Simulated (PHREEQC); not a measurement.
**Copper plating or etch bath: speciation**

Consider water at 25 °C with 0.95 mmol/kgw CuCl2, 17.5 mmol/kgw H2SO4 and 0.05 mmol/kgw H3BO3. Closed to the air; pH follows from the charge balance.

Equilibrium calculation in PHREEQC: ion-association model, phreeqc.dat.

```yaml
pH: 1.66
ionic_strength: 0.0348 mol/kgw
specific_conductance: 9410 µS/cm
total_alkalinity: -35.0 meq/kg
```

| species | molality | activity | log γ |
|---|---|---|---|
| H+ | 0.0253 | 0.0220 | -0.061 |
| HSO4- | 0.00971 | 0.00817 | -0.075 |
| SO4-2 | 0.00751 | 0.00383 | -0.293 |
| Cl- | 0.00190 | 0.00159 | -0.077 |
| Cu+2 | 0.000673 | 0.000355 | -0.278 |
| CuSO4 | 0.000275 | 0.000277 | 0.003 |
| H3BO3 | 5.00e-5 | 5.04e-5 | 0.003 |
| CuCl+ | 1.81e-6 | 1.52e-6 | -0.076 |
| CuCl2 | 1.28e-9 | 1.29e-9 | 0.003 |

This is a speciation only: nothing precipitates in the calculation.
